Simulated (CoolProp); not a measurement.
Vapour-liquid equilibrium of benzene (1) + o-xylene (2) at 0.726 MPa; x and y are mole fractions of (1).

Model: multi-fluid Helmholtz-energy mixture model, Thol 2012 and Zhou 2012; pair parameters Bell 2016, in CoolProp.

```tsv
x	bubble temperature (°C)	y at the bubble point	dew temperature at overall composition x (°C)	liquid density (mol/L)
0.05	232.9	0.116	235.9	6.404
0.125	224.5	0.281	232.4	6.608
0.2	216.0	0.428	228.8	6.818
0.275	207.7	0.550	224.9	7.031
0.35	200.1	0.649	220.7	7.243
0.425	193.2	0.726	216.2	7.452
0.5	187.2	0.786	211.3	7.659
0.575	181.9	0.834	205.9	7.865
0.65	177.3	0.872	200.0	8.072
0.725	173.3	0.905	193.3	8.283
0.8	169.7	0.933	185.7	8.502
0.875	166.3	0.958	177.0	8.732
0.95	163.2	0.983	167.4	8.976
```

No azeotrope shows between x = 0.05 and 0.95.

The pair parameters rest on a limited set of measurements; away from them the model extrapolates. The gap from Raoult's law changes sign with composition, which may be real or a fault of the pair parameters; it wasn't checked against measurements.
